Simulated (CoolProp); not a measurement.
The fluid at 293.15 K and 3.53 MPa flows at 3.5 m/s in a round tube of 20 mm bore and 15 µm roughness, fully developed (64/Re and Nu = 3.66 if laminar; Colebrook and Gnielinski if turbulent). The same conditions are run with several fluids, on thermodynamics alone (safety and materials aside).

Model: reference Helmholtz-energy equation of state of each fluid (c-C4F8 (RC318): Platzer 1990; n-butane: Bücker 2006; toluene: Lemmon 2006; R123: Younglove 1994; benzene: Thol 2012), in CoolProp. The equations of Platzer and Polt are older, rougher fits.

### Question
Rank c-C4F8 (RC318), n-butane, toluene, R123, benzene by Reynolds number, highest first.

### Answer
c-C4F8 (RC318) (255000), n-butane (235000), R123 (225000), toluene (101000), benzene (92500)

```json
[
 {"fluid": "c-C4F8 (RC318)", "Darcy friction factor": "0.0197", "pressure drop (Pa/m)": "9270", "heat-transfer coefficient (W/(m² K))": "5490", "mass flow (kg/h)": "6090"},
 {"fluid": "n-butane", "Darcy friction factor": "0.0198", "pressure drop (Pa/m)": "3540", "heat-transfer coefficient (W/(m² K))": "6310", "mass flow (kg/h)": "2310"},
 {"fluid": "toluene", "Darcy friction factor": "0.0213", "pressure drop (Pa/m)": "5670", "heat-transfer coefficient (W/(m² K))": "4670", "mass flow (kg/h)": "3440"},
 {"fluid": "R123", "Darcy friction factor": "0.0198", "pressure drop (Pa/m)": "9030", "heat-transfer coefficient (W/(m² K))": "5320", "mass flow (kg/h)": "5880"},
 {"fluid": "benzene", "Darcy friction factor": "0.0215", "pressure drop (Pa/m)": "5800", "heat-transfer coefficient (W/(m² K))": "4750", "mass flow (kg/h)": "3490"}
]
```

Transport values come from each fluid's own correlations; those of c-C4F8 (RC318) are estimates that may be off by 10 % or more.
